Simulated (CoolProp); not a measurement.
A closed Brayton cycle with carbon dioxide: compressor inlet 312.15 K and 8.3 MPa, high pressure 21.5 MPa, turbine inlet 710 K, compressor efficiency 0.8, turbine efficiency 0.85, recuperator effectiveness 0.9 (on enthalpy, no pinch check). Each further row changes one setting.

Computed with CoolProp (reference Helmholtz-energy equation of state, Span 1996).

```
case                           thermal efficiency (%)  net work (kJ/kg)  compressor to turbine work  compressor exit (K)  turbine exit (K)
-----------------------------  ----------------------  ----------------  --------------------------  -------------------  ----------------
as stated                                           …              62.1                        0.37                373.4             610.7
turbine inlet 660 K                              25.2              53.5                        0.41                373.4             564.2
compressor inlet 322.15 K                        25.1              50.2                        0.49                400.6             610.7
high pressure 18.3 MPa                           26.3                 …                        0.35                362.8                 …
recuperator effectiveness 0.5                    18.4              62.1                        0.37                373.4             610.7
```

Question: What belongs in the gaps?

Answer: 
- as stated, thermal efficiency (%): 27.5
- high pressure 18.3 MPa, net work (kJ/kg): 54.4
- high pressure 18.3 MPa, turbine exit (K): 627.2
